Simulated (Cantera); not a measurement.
Feed: 1 mol Si, a varied amount of N₂O, 260 mol H₂, equilibrated at 1725 K and 750 Torr.

Cantera equilibrium calculation (NASA polynomials, part measured and part estimated; ideal gas, pure solids and liquids). Candidate condensed phases: H₂O, Si, SiO₂, Si₂N₂O, Si₃N₄; 35 gas species. Mutual solubility and eutectic melting of coexisting phases are not modelled. The tables hold silica as quartz up to 1696 K and as liquid above; real silica turns to tridymite and cristobalite and melts near 1996 K. Gases not in the tables: Si₂H₆ and higher silanes. Rates play no part.

x: gas mole fraction; n: condensed amount in mol.

```tsv
n(N₂O) (mol)	x H₂	x N₂	x SiO	x H₂O	x H	x SiH₂	n Si(l)	n Si₂N₂O(s)	n SiO₂(condensed)
0.26	0.999	0.000484	0.000483	7.71e-7	0.000186	1.72e-5	0.601	0.134	0
0.42	0.999	0.000484	0.000483	7.71e-7	0.000186	1.72e-5	0.281	0.294	0
0.57	0.999	0.000552	0.000552	1.15e-6	0.000186	1.32e-5	0	0.426	0
0.73	0.996	0.00173	0.00170	3.39e-5	0.000185	1.37e-6	0	0.278	0
0.89	0.994	?	0.00270	?	0.000185	?	0	?	0
1	0.994	0.00340	0.00273	0.000173	0.000185	4.30e-7	0	0.110	0.0649
1.2	0.993	?	0.00252	0.000187	0.000185	?	0	?	?
1.4	0.992	0.00530	0.00236	0.000200	0.000185	3.20e-7	0	0.0114	0.359
1.5	0.992	0.00572	0.00213	0.000221	0.000185	2.61e-7	0	0	0.442
1.7	0.992	0.00648	0.00147	0.000321	0.000185	1.23e-7	0	0	0.616
1.8	0.991	0.00687	0.00117	0.000404	0.000185	7.82e-8	0	0	0.694
```

Question: Fill in the missing entries.

Answer: 
- 1.2, x N₂: 0.00434
- 1.2, x SiH₂: 3.66e-7
- 1.2, n Si₂N₂O(s): 0.0630
- 1.2, n SiO₂(condensed): 0.214
- 0.89, x N₂: 0.00284
- 0.89, x H₂O: 0.000141
- 0.89, x SiH₂: 5.22e-7
- 0.89, n Si₂N₂O(s): 0.147
